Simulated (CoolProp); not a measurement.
The fluid at 459.13 K and 0.646 MPa flows at 0.23 m/s in a round tube of 6 mm bore and 0.25 µm roughness, fully developed (64/Re and Nu = 3.66 if laminar; Colebrook and Gnielinski if turbulent). The same conditions are run with several fluids, on thermodynamics alone (safety and materials aside).

Computed with CoolProp (reference Helmholtz-energy equation of state of each fluid (ethanol: Schroeder 2014; isobutane: Bücker 2006; methanol: de Reuck 1993; water: Wagner 2002; nitrogen: Span 2000)).

Rank ethanol, isobutane, methanol, water, nitrogen by Reynolds number, highest first.

isobutane (1250), ethanol (837), methanol (528), water (285), nitrogen (266)

```json
[
 {"fluid": "ethanol", "Darcy friction factor": "0.0764", "pressure drop (Pa/m)": "2.78", "heat-transfer coefficient (W/(m² K))": "20.9", "mass flow (kg/h)": "0.193"},
 {"fluid": "isobutane", "Darcy friction factor": "0.0514", "pressure drop (Pa/m)": "2.33", "heat-transfer coefficient (W/(m² K))": "22.9", "mass flow (kg/h)": "0.240"},
 {"fluid": "methanol", "Darcy friction factor": "0.121", "pressure drop (Pa/m)": "3.03", "heat-transfer coefficient (W/(m² K))": "20.7", "mass flow (kg/h)": "0.133"},
 {"fluid": "water", "Darcy friction factor": "0.225", "pressure drop (Pa/m)": "3.15", "heat-transfer coefficient (W/(m² K))": "20.7", "mass flow (kg/h)": "0.0744"},
 {"fluid": "nitrogen", "Darcy friction factor": "0.241", "pressure drop (Pa/m)": "5.02", "heat-transfer coefficient (W/(m² K))": "22.4", "mass flow (kg/h)": "0.111"}
]
```

Transport values come from each fluid's own correlations.
